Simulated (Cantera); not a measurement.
Input: 1 mol c-C4F8, 0.18 mol HCl, 14 mol H2, equilibrated at 1398.15 K.

Cantera equilibrium calculation (NASA polynomials, part measured and part estimated; ideal gas, pure solids and liquids). Candidate condensed phases: C, C6H6, C7H8, C8H18; 118 gas species. The feed counts by its element totals alone. Equilibrium is a limit: real reactors are often held back by kinetics, nucleation or transport.

x: gas mole fraction; n: condensed amount in mol.

| P (Pa) | x H2 | x HF | x HCl | x CH4 | x H | n C(graphite) |
|---|---|---|---|---|---|---|
| 1 | 0.549 | 0.440 | 0.00988 | 1.32e-8 | 0.00111 | 4.00 |
| 3.60 | 0.550 | 0.440 | 0.00989 | 4.75e-8 | 0.000586 | 4.00 |
| 13 | 0.550 | 0.440 | 0.00989 | [?] | [?] | 4.00 |
| 46 | 0.550 | 0.440 | 0.00990 | 6.07e-7 | 0.000164 | 4.00 |
| 170 | 0.550 | 0.440 | 0.00990 | 2.24e-6 | 8.53e-5 | 4.00 |
| 600 | 0.550 | 0.440 | 0.00990 | 7.92e-6 | 4.54e-5 | 4.00 |
| 2200 | 0.550 | 0.440 | 0.00990 | 2.90e-5 | 2.37e-5 | 4.00 |
| 7700 | 0.550 | 0.440 | 0.00990 | [?] | [?] | 4.00 |
| 28000 | 0.550 | 0.440 | 0.00990 | 0.000369 | 6.64e-6 | 3.99 |
| 100000 | 0.548 | 0.441 | 0.00991 | 0.00131 | 3.51e-6 | 3.98 |

### Question
Fill in the missing entries.

### Answer

- 13, x CH4: 1.72e-7
- 13, x H: 0.000308
- 7700, x CH4: 0.000102
- 7700, x H: 1.27e-5
